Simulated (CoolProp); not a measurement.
Properties of R11 along the isotherm 482.7 K (Tc = 471.1 K, pc = 4408 kPa, ω = 0.189).

Model: reference Helmholtz-energy equation of state, Jacobsen 1992, in CoolProp.

| p (kPa) | phase | Z | isothermal compressibility (1/MPa) | expansivity (1/kK) | fugacity coefficient |
|---|---|---|---|---|---|
| 245 | gas | 0.9826 | 4.155 | 2.196 | 0.9828 |
| 490 | gas | 0.9647 | 2.118 | 2.333 | 0.9658 |
| 735 | gas | 0.9463 | 1.441 | 2.485 | 0.9487 |
| 979 | gas | 0.9274 | 1.106 | 2.653 | 0.9318 |
| 1220 | gas | 0.9081 | 0.9090 | 2.840 | 0.9152 |
| 1470 | gas | 0.8875 | 0.7750 | 3.058 | 0.8980 |
| 1710 | gas | 0.8670 | 0.6853 | 3.297 | 0.8815 |
| 1960 | gas | 0.8447 | 0.6176 | 3.584 | 0.8644 |
| 2200 | gas | 0.8225 | 0.5696 | 3.905 | 0.8480 |
